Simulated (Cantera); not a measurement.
Input: 1 mol SiH4, 0.83 mol NO, 1.8 mol H2, held at 552 °C and 1330 Pa.

Method: chemical equilibrium by Gibbs-energy minimisation in Cantera with the NASA 1993 tables (ideal gas, pure condensed phases). Candidate condensed phases: H2O, Si, SiO2, Si2N2O, Si3N4; 35 gas species. Rates play no part.

What is the equilibrium state?


| Item | Result |
|---|---|
| x(H2) | 0.993 |
| x(N2) | 0.00653 |
| x(NH3) | 2.50e-6 |
| x(H2O) | 2.22e-6 |
| n(SiO2(α-quartz)) | 0.220 mol |
| n(Si2N2O(s)) | 0.390 mol |
| gas amount | 3.825 mol |
| log10 activity of Si(s) (absent) | -11.28 |
